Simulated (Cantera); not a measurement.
Cantera run:

```python
import numpy as np
import cantera as ct

gas_names = """
    C CN C2 CCN CNC C2N2 C3 C4 C4N2 C5 N N2 Si SiC SiC2 SiN Si2 Si2C Si2N Si3
""".split()
cond_names = """
    C(gr) Si(cr) Si(L) SiC(b) Si3N4(a)
""".split()


# ... load() reads the species with a 1 bar reference pressure and builds the phases ...
atoms = {
    'SiC': {'Si': 1, 'C': 1},
    'N2': {'N': 2},
}
top_T = {'C(gr)': 4500, 'SiC(b)': 3050, 'Si3N4(a)': 2400}  # K; cautious upper limits of use, not melting points


# ... equilibrate(T, P, feed) seeds the gas with the atoms and calls Mixture.equilibrate('TP', solver="vcs", rtol=1e-11, max_steps=5000) ...
results = []
T = 2473.15  # K
P = 101325  # Pa
for m in [0.016, 0.022, 0.029, 0.04, 0.055, 0.074, 0.1, 0.14, 0.19, 0.25, 0.35, 0.47, 0.64]:
    feed = {'SiC': 1, 'N2': m}  # mol
    mix = equilibrate(T, P, feed)
    results.append((T, P, feed, dict(zip(mix.species_names, mix.species_moles))))
    x = sorted(zip(gas.X, gas.species_names), reverse=True)
    print(f"T = {T:g} K  P = {P:g} Pa  n(N2) = {m:g} mol  gas = {mix.phase_moles(0):.4g} mol")
    print("   x: " + "  ".join(f"{s} {v:.3e}" for v, s in x if v > 1e-06))
    print("   condensed (mol): " + ("  ".join(f"{mix.phase(i).name} {mix.phase_moles(i):.4g}"
          for i in range(1, mix.n_phases) if mix.phase_moles(i) > 1e-12) or "none"))
```

It prints:

```
T = 2473.15 K  P = 101325 Pa  n(N2) = 0.016 mol  gas = 0.01602 mol
   x: N2 9.986e-01  Si 8.595e-04  SiC2 2.062e-04  Si2C 1.147e-04  SiN 9.072e-05  CN 8.166e-05  C2N2 6.589e-05  Si2N 1.841e-05  Si2 4.954e-06
   condensed (mol): C(gr) 1.107e-05  SiC(b) 1
T = 2473.15 K  P = 101325 Pa  n(N2) = 0.022 mol  gas = 0.02203 mol
   x: N2 9.986e-01  Si 8.595e-04  SiC2 2.062e-04  Si2C 1.147e-04  SiN 9.072e-05  CN 8.166e-05  C2N2 6.589e-05  Si2N 1.841e-05  Si2 4.954e-06
   condensed (mol): C(gr) 1.522e-05  SiC(b) 1
T = 2473.15 K  P = 101325 Pa  n(N2) = 0.029 mol  gas = 0.02904 mol
   x: N2 9.986e-01  Si 8.595e-04  SiC2 2.062e-04  Si2C 1.147e-04  SiN 9.072e-05  CN 8.166e-05  C2N2 6.589e-05  Si2N 1.841e-05  Si2 4.954e-06
   condensed (mol): C(gr) 2.006e-05  SiC(b) 1
T = 2473.15 K  P = 101325 Pa  n(N2) = 0.04 mol  gas = 0.04005 mol
   x: N2 9.986e-01  Si 8.595e-04  SiC2 2.062e-04  Si2C 1.147e-04  SiN 9.072e-05  CN 8.166e-05  C2N2 6.589e-05  Si2N 1.841e-05  Si2 4.954e-06
   condensed (mol): C(gr) 2.766e-05  SiC(b) 0.9999
T = 2473.15 K  P = 101325 Pa  n(N2) = 0.055 mol  gas = 0.05507 mol
   x: N2 9.986e-01  Si 8.595e-04  SiC2 2.062e-04  Si2C 1.147e-04  SiN 9.072e-05  CN 8.166e-05  C2N2 6.589e-05  Si2N 1.841e-05  Si2 4.954e-06
   condensed (mol): C(gr) 3.804e-05  SiC(b) 0.9999
T = 2473.15 K  P = 101325 Pa  n(N2) = 0.074 mol  gas = 0.07409 mol
   x: N2 9.986e-01  Si 8.595e-04  SiC2 2.062e-04  Si2C 1.147e-04  SiN 9.072e-05  CN 8.166e-05  C2N2 6.589e-05  Si2N 1.841e-05  Si2 4.954e-06
   condensed (mol): C(gr) 5.118e-05  SiC(b) 0.9999
T = 2473.15 K  P = 101325 Pa  n(N2) = 0.1 mol  gas = 0.1001 mol
   x: N2 9.986e-01  Si 8.595e-04  SiC2 2.062e-04  Si2C 1.147e-04  SiN 9.072e-05  CN 8.166e-05  C2N2 6.589e-05  Si2N 1.841e-05  Si2 4.954e-06
   condensed (mol): C(gr) 6.916e-05  SiC(b) 0.9999
T = 2473.15 K  P = 101325 Pa  n(N2) = 0.14 mol  gas = 0.1402 mol
   x: N2 9.986e-01  Si 8.595e-04  SiC2 2.062e-04  Si2C 1.147e-04  SiN 9.072e-05  CN 8.166e-05  C2N2 6.589e-05  Si2N 1.841e-05  Si2 4.954e-06
   condensed (mol): C(gr) 9.683e-05  SiC(b) 0.9998
T = 2473.15 K  P = 101325 Pa  n(N2) = 0.19 mol  gas = 0.1902 mol
   x: N2 9.986e-01  Si 8.595e-04  SiC2 2.062e-04  Si2C 1.147e-04  SiN 9.072e-05  CN 8.166e-05  C2N2 6.589e-05  Si2N 1.841e-05  Si2 4.954e-06
   condensed (mol): C(gr) 0.0001314  SiC(b) 0.9997
T = 2473.15 K  P = 101325 Pa  n(N2) = 0.25 mol  gas = 0.2503 mol
   x: N2 9.986e-01  Si 8.595e-04  SiC2 2.062e-04  Si2C 1.147e-04  SiN 9.072e-05  CN 8.166e-05  C2N2 6.589e-05  Si2N 1.841e-05  Si2 4.954e-06
   condensed (mol): C(gr) 0.0001729  SiC(b) 0.9996
T = 2473.15 K  P = 101325 Pa  n(N2) = 0.35 mol  gas = 0.3504 mol
   x: N2 9.986e-01  Si 8.595e-04  SiC2 2.062e-04  Si2C 1.147e-04  SiN 9.072e-05  CN 8.166e-05  C2N2 6.589e-05  Si2N 1.841e-05  Si2 4.954e-06
   condensed (mol): C(gr) 0.0002421  SiC(b) 0.9995
T = 2473.15 K  P = 101325 Pa  n(N2) = 0.47 mol  gas = 0.4706 mol
   x: N2 9.986e-01  Si 8.595e-04  SiC2 2.062e-04  Si2C 1.147e-04  SiN 9.072e-05  CN 8.166e-05  C2N2 6.589e-05  Si2N 1.841e-05  Si2 4.954e-06
   condensed (mol): C(gr) 0.0003251  SiC(b) 0.9993
T = 2473.15 K  P = 101325 Pa  n(N2) = 0.64 mol  gas = 0.6408 mol
   x: N2 9.986e-01  Si 8.595e-04  SiC2 2.062e-04  Si2C 1.147e-04  SiN 9.072e-05  CN 8.166e-05  C2N2 6.589e-05  Si2N 1.841e-05  Si2 4.954e-06
   condensed (mol): C(gr) 0.0004426  SiC(b) 0.9991
```

These are equilibrium values from Cantera (NASA tables, ideal gas, pure condensed phases), not measurements of a reactor. The tables' values for SiN are old estimates; treat these amounts as uncertain.
